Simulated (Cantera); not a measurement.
Charge: 1 mol TiCl4, 1.6 mol CH4, at 1.00 bar.

Points: T (K) = 1400, 1450, 1500, 1550, 1600, 1650, 1700, 1750, 1800, 1850, 1900.

Cantera's Mixture.equilibrate('TP', solver="vcs", rtol=1e-11, max_steps=5000) on the NASA tables stopped like this:

```
ERROR: FAILURE its = 5001!

*******************************************************************************
CanteraError thrown by MultiPhase::equilibrate:
VCS solver failed. Return code: -1
*******************************************************************************
```

What got this run through?

Several could match; the one computed here: The failure is numerical, not chemical. The same input converged with solver="gibbs", rtol=1e-10, max_steps=50000, and the result passed a check of the equilibrium conditions:
```
log10 of partial pressures in bar; condensed amounts in mol
       T/K        H2       HCL     TiCL4     TiCL3     TiCL2       CH4        CL     C(gr)    TiC(s)
      1400    -0.270    -0.505    -0.962    -1.397    -4.736    -2.905    -5.767     1.281    0.3135
      1450    -0.288    -0.465    -1.020    -1.343    -4.470    -3.057    -5.434      1.25    0.3455
      1500    -0.305    -0.430    -1.083    -1.299    -4.226    -3.201    -5.126      1.22    0.3765
      1550    -0.322    -0.400    -1.149    -1.264    -4.002    -3.336    -4.839     1.192    0.4062
      1600    -0.339    -0.374    -1.219    -1.237    -3.796    -3.464    -4.571     1.164    0.4345
      1650    -0.354    -0.352    -1.292    -1.217    -3.607    -3.585    -4.322     1.137    0.4614
      1700    -0.369    -0.332    -1.367    -1.202    -3.432    -3.698    -4.089     1.112    0.4866
      1750    -0.382    -0.315    -1.443    -1.194    -3.270    -3.804    -3.870     1.088    0.5103
      1800    -0.395    -0.300    -1.521    -1.190    -3.120    -3.904    -3.665     1.066    0.5325
      1850    -0.407    -0.287    -1.599    -1.190    -2.981    -3.997    -3.472     1.045    0.5531
      1900    -0.418    -0.276    -1.677    -1.193    -2.852    -4.085    -3.290     1.026    0.5722
```

The gas is ideal and each condensed phase is pure. The tables' values for TiCl2 are old estimates; treat these amounts as uncertain. TiC: taken at fixed stoichiometry.
